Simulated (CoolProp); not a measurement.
Properties of R11 along the isotherm 500 K (Tc = 471.1 K, pc = 4.408 MPa, ω = 0.189).

Model: reference Helmholtz-energy equation of state, Jacobsen 1992, in CoolProp.

| p (MPa) | phase | density (kg/m³) | cp (kJ/(kg K)) | isothermal compressibility (1/MPa) | expansivity (1/kK) | viscosity (µPa s) |
|---|---|---|---|---|---|---|
| 0.245 | gas | 8.223 | 0.6894 | 4.146 | 2.108 | 17.3 |
| 0.49 | gas | 16.71 | … | 2.108 | 2.226 | 17.3 |
| 0.735 | gas | 25.50 | 0.7026 | … | 2.354 | 17.3 |
| 0.979 | gas | 34.56 | 0.7103 | … | 2.494 | 17.3 |
| 1.22 | gas | 43.85 | … | 0.8963 | 2.646 | 17.4 |
| 1.47 | gas | 53.89 | … | 0.7607 | 2.820 | 17.5 |
| 1.71 | gas | … | … | 0.6692 | 3.005 | 17.5 |
| 1.96 | gas | 74.89 | 0.7509 | 0.5992 | 3.222 | 17.7 |
| 2.2 | gas | 85.92 | 0.7642 | 0.5484 | 3.456 | 17.8 |

### Question
Some entries are withheld; supply them.

### Answer

- 0.49, cp (kJ/(kg K)): 0.6957
- 0.735, isothermal compressibility (1/MPa): 1.431
- 0.979, isothermal compressibility (1/MPa): 1.095
- 1.22, cp (kJ/(kg K)): 0.7186
- 1.47, cp (kJ/(kg K)): 0.7283
- 1.71, density (kg/m³): 63.94
- 1.71, cp (kJ/(kg K)): 0.7387

Viscosity comes from a separate model (Klein 1997), an estimate that may be off by 10 % or more.
